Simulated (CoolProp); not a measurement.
Vapour-liquid equilibrium of dimethyl ether (1) + R227EA (2) at 307 kPa; x and y are mole fractions of (1).

Values from CoolProp's multi-fluid Helmholtz-energy mixture model, Wu 2011 and Lemmon 2016; pair parameters Bell 2016.

```csv
x,bubble temperature (K),y at the bubble point,dew temperature at overall composition x (K),liquid density (mol/L)
0.05,287.1,?,288.1,8.684
0.15,289.3,0.096,290.3,9.146
0.25,290.9,?,291.2,9.632
0.35,291.3,0.362,291.3,?
0.45,290.4,0.521,291.0,10.75
0.55,288.4,0.666,290.1,11.40
0.65,285.9,?,288.7,12.10
0.75,283.2,0.872,286.7,12.87
0.85,?,0.935,284.0,13.69
0.95,278.3,0.981,280.0,14.58
```

Problem. Complete the blanks.

Solution. 
- 0.05, y at the bubble point: 0.022
- 0.25, y at the bubble point: 0.213
- 0.35, liquid density (mol/L): 10.16
- 0.65, y at the bubble point: 0.783
- 0.85, bubble temperature (K): 280.7

y crosses x between x = 0.25 and 0.35: the model has an azeotrope there.

The pair parameters rest on a limited set of measurements; away from them the model extrapolates.
